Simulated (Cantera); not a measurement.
Ignition delay

Mixture: CH₄ : H₂ : O₂ : N₂ : CO₂ = 1 : 1.1 : 1.16 : 4.36 : 2 (molar parts), equivalence ratio 2.2, at 29.0 bar, adiabatic and at constant volume. Ignition delay is the time to a rise of 400 K.

Detailed kinetics in Cantera: GRI-Mech 3.0 (53 species, 325 reactions). The pressure lies above the range GRI-Mech 3.0 was tuned for (to about 10 atm).

```json
[
 {"T0 (K)": "1300", "delay (ms)": "0.0513"},
 {"T0 (K)": "1400", "delay (ms)": "0.0235"},
 {"T0 (K)": "1500", "delay (ms)": "0.0131"},
 {"T0 (K)": "1600", "delay (ms)": "0.00790"},
 {"T0 (K)": "1700", "delay (ms)": "0.00491"},
 {"T0 (K)": "1800", "delay (ms)": "0.00310"},
 {"T0 (K)": "1900", "delay (ms)": "0.00200"},
 {"T0 (K)": "2000", "delay (ms)": "0.00131"},
 {"T0 (K)": "2100", "delay (ms)": "0.000881"}
]
```

The apparent activation energy between 1900 and 2100 K comes out as 140 kJ/mol.
